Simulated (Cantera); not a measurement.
Feed: 1 mol Al(CH₃)₃, 0.81 mol N₂, at 2073.15 K and 0.240 bar.

Cantera equilibrium calculation (NASA polynomials, part measured and part estimated; ideal gas, pure solids and liquids). The feed counts by its element totals alone. Rates play no part.

```json
[
 {"species": "H₂", "before": "0.923", "after": "0.935"},
 {"species": "N₂", "before": "0.0630", "after": "0.0641"},
 {"species": "HCN", "before": "0.00469", "after": "0.000771"},
 {"species": "H", "before": "0.00516", "after": "0.000225"},
 {"species": "Al", "before": "0.00265", "after": "4.05e-7"},
 {"species": "AlH", "before": "0.000299", "after": "1.26e-7"},
 {"species": "C₂H₂ (acetylene)", "before": "0.00113", "after": "5.33e-5"},
 {"species": "HNC", "before": "0.000303", "after": "2.15e-5"},
 {"species": "CH₄", "before": "7.19e-5", "after": "0.000255"},
 {"species": "AlN(s), mol", "before": "0.986", "after": "1.000"},
 {"species": "C(graphite), mol", "before": "2.96", "after": "2.99"}
]
```
Gas species are given as mole fractions.

Q: Name the change that produced these shifts.
A) temperature from 2073.15 K to 1673 K
B) temperature from 2073.15 K to 1275 K
C) temperature from 2073.15 K to 1973 K
D) pressure from 0.240 bar to 0.00133 bar

A: A, temperature from 2073.15 K to 1673 K
